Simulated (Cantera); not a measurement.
Standard-state values (1 bar) from the NASA 1993 polynomials, evaluated with Cantera. Values are per mole of reaction as written; species without (g) are pure solids or liquids, kept so even where they would boil at 1 bar. TiC: taken at fixed stoichiometry.

3 H(g) + TiC ⇌ CH3(g) + Ti

| T (K) | ΔH° (kJ) | ΔS° (J/K) | ΔG° (kJ) | log10 K | condensed phases |
|---|---|---|---|---|---|
| 1548 | -350.9 | -187.0 | -61.4 | 2.07 | TiC(s), Ti(β) |
| 1648 | ? | ? | ? | ? | TiC(s), Ti(β) |
| 1748 | -353.5 | -188.6 | -23.8 | 0.71 | TiC(s), Ti(β) |
| 1848 | -354.6 | -189.2 | -4.9 | 0.14 | TiC(s), Ti(β) |
| 1948 | ? | ? | ? | ? | TiC(s), Ti(l) |
| 2048 | -340.9 | -182.2 | 32.2 | -0.82 | TiC(s), Ti(l) |

Some entries are withheld; supply them.


- 1648, ΔH° (kJ): -352.3
- 1648, ΔS° (J/K): -187.9
- 1648, ΔG° (kJ): -42.6
- 1648, log10 K: 1.35
- 1948, ΔH° (kJ): -340.8
- 1948, ΔS° (J/K): -182.1
- 1948, ΔG° (kJ): 14.0
- 1948, log10 K: -0.38
